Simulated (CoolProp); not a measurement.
The numbers come from the reference Helmholtz-energy equation of state, Gao 2022 in CoolProp.

### Question
For n-perfluorohexane, give the phase and the density (kg/m³), cp (kJ/(kg K)), cv (kJ/(kg K)), isothermal compressibility (1/MPa) at 316.4 K and 2490 kPa; 316.4 K and 3730 kPa; 316.4 K and 5600 kPa.

### Answer
- 316.4 K and 2490 kPa: liquid; density 1630, cp 1.07, cv 0.877, isothermal compressibility 0.00318
- 316.4 K and 3730 kPa: liquid; density 1640, cp 1.07, cv 0.877, isothermal compressibility 0.00304
- 316.4 K and 5600 kPa: liquid; density 1650, cp 1.06, cv 0.877, isothermal compressibility 0.00285
